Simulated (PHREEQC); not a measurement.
Make-up at 25 °C: 75 mmol/kgw H3PO4 and 0.76 mmol/kgw H2SO4. Closed to the air; pH follows from the charge balance.

Model: ion-association model, phreeqc.dat, run in PHREEQC.

The ionic strength comes out as 0.0227 mol/kgw. What activity coefficients do SO4-2, H2PO4-, HSO4-, H+ get?

SO4-2 0.57, H2PO4- 0.87, HSO4- 0.86, H+ 0.89.

No solid was allowed to form. Species that the database lacks are ignored.
